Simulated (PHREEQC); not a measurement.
KOH is added in steps, without added water, to 1 kg of water holding 46 mmol/kgw H2SO4, 5.8 mmol/kgw NiSO4 and 16 mmol/kgw MnSO4, at 25 °C. No oxygen is let in. The system is closed to CO2. Solids allowed: Pyrochroite, Ni(OH)2, Ni4(OH)6SO4, Morenosite. Others were left out.

Base run: PHREEQC, ion-association model, wateq4f.dat. Each further column changes one thing. The table gives pH.

| KOH added (mol) | base | all activity coefficients set to 1 | metal-ligand complexes left out | Debye-Hückel limiting law | Davies equation for every ion |
|---|---|---|---|---|---|
| 0 | 1.37 | 1.32 | 1.40 | 1.42 | 1.39 |
| 0.02 | 1.51 | 1.48 | 1.55 | 1.54 | 1.53 |
| 0.04 | 1.69 | 1.69 | 1.74 | 1.70 | 1.70 |
| 0.06 | 1.94 | 1.98 | 2.00 | 1.93 | 1.95 |
| 0.08 | 2.41 | 2.49 | 2.47 | 2.37 | 2.42 |
| 0.1 | 7.16 | 7.21 | 7.03 | 7.27 | 7.17 |
| 0.12 | 9.03 | 9.09 | 8.90 | 9.14 | 9.04 |
| 0.14 | 11.50 | 11.64 | 11.49 | 11.42 | 11.52 |
| 0.16 | 12.24 | 12.39 | 12.23 | 12.15 | 12.26 |

The database's Ni(OH)2 is the aged solid; a fresh precipitate is more soluble.
